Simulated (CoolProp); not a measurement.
A single-stage vapour-compression cycle with the fluid: evaporating at 223.15 K (dew point), condensing at 277.15 K (bubble point), superheat 2 K, subcooling 0 K, compressor efficiency 0.9, no pressure losses. The same conditions are run with several fluids, on thermodynamics alone (safety and materials aside).

The numbers come from the reference Helmholtz-energy equation of state of each fluid (R407C: Lemmon 2003; hydrogen sulfide: Lemmon 2006; fluoroethane (R161): Wu 2012; ethane: Bücker 2006; CH2F2 (R32): Tillner-Roth 1997; R152A: Outcalt 1996) in CoolProp. Blends and air are pseudo-pure fits.

### Question
Rank R407C, hydrogen sulfide, fluoroethane (R161), ethane, CH2F2 (R32), R152A by cooling COP, highest first.

### Answer
R152A (3.04), fluoroethane (R161) (3.01), hydrogen sulfide (2.91), CH2F2 (R32) (2.89), R407C (2.54), ethane (2.52)

```json
[
 {"fluid": "R407C", "pressure ratio": "12.9", "discharge temperature (K)": "323.7", "refrigerating effect (kJ/kg)": "178", "volumetric capacity (kJ/m³)": "421"},
 {"fluid": "hydrogen sulfide", "pressure ratio": "6.97", "discharge temperature (K)": "377.7", "refrigerating effect (kJ/kg)": "426", "volumetric capacity (kJ/m³)": "1330"},
 {"fluid": "fluoroethane (R161)", "pressure ratio": "9.02", "discharge temperature (K)": "326.0", "refrigerating effect (kJ/kg)": "330", "volumetric capacity (kJ/m³)": "478"},
 {"fluid": "ethane", "pressure ratio": "4.76", "discharge temperature (K)": "311.6", "refrigerating effect (kJ/kg)": "269", "volumetric capacity (kJ/m³)": "2670"},
 {"fluid": "CH2F2 (R32)", "pressure ratio": "8.38", "discharge temperature (K)": "355.9", "refrigerating effect (kJ/kg)": "292", "volumetric capacity (kJ/m³)": "933"},
 {"fluid": "R152A", "pressure ratio": "11.1", "discharge temperature (K)": "321.4", "refrigerating effect (kJ/kg)": "265", "volumetric capacity (kJ/m³)": "261"}
]
```
